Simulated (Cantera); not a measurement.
## CaO + Cl₂ + H₂ (oxide etching and cleaning by halides)

Input: 1 mol CaO, 17 mol Cl₂, 0.55 mol H₂, held at 3.20 Pa.

Equilibrium computed with Cantera from the NASA thermochemical tables; the gas is ideal and each condensed phase is pure. Candidate condensed phases: Ca, CaCl₂, CaO, Ca(OH)₂, H₂O; 21 gas species. Condensed phases not in the tables: oxide chlorides. Kinetics and transport are ignored.

```csv
T (K),x Cl,x Cl₂,x HCl,x CaCl₂,x O₂,x O,x H,x OH,n CaCl₂(s),n CaCl₂(l)
675,5.08e-5,0.906,0.0644,7.89e-12,0.0293,<1e-12,<1e-12,1.65e-12,1.00,0
775,0.000864,0.905,0.0645,1.17e-8,0.0293,<1e-12,<1e-12,3.50e-11,1.00,0
875,0.00772,0.899,0.0643,3.15e-6,0.0292,6.21e-11,<1e-12,3.69e-10,1.000,0
975,0.0435,0.864,0.0631,0.000262,0.0287,2.16e-9,<1e-12,2.38e-9,0.995,0
1075,0.168,0.739,0.0586,0.00850,0.0266,3.78e-8,2.12e-12,1.06e-8,0,0.840
1175,0.432,0.455,0.0478,0.0434,0.0217,3.80e-7,4.54e-11,3.53e-8,0,0
1275,0.733,0.176,0.0386,0.0351,0.0175,2.61e-6,7.60e-10,1.20e-7,0,0
1375,0.874,0.0448,0.0343,0.0312,0.0156,1.40e-5,1.19e-8,4.95e-7,0,0
1475,0.911,0.0109,0.0332,0.0302,0.0150,6.22e-5,1.55e-7,2.10e-6,0,0
1575,0.919,0.00302,0.0329,0.0299,0.0148,0.000231,1.54e-6,7.81e-6,0,0
1675,0.921,0.000961,0.0328,0.0299,0.0145,0.000728,1.17e-5,2.51e-5,0,0
1775,0.921,0.000345,0.0326,0.0298,0.0139,0.00199,7.12e-5,6.94e-5,0,0
1875,0.920,0.000138,0.0321,0.0297,0.0124,0.00474,0.000355,0.000165,0,0
```
x: gas mole fraction; n: condensed amount in mol.

From 675 K to 975 K the condensed part is CaCl₂(s). At 1075 K the condensed part is CaCl₂(l). From 1175 K to 1875 K nothing is condensed.
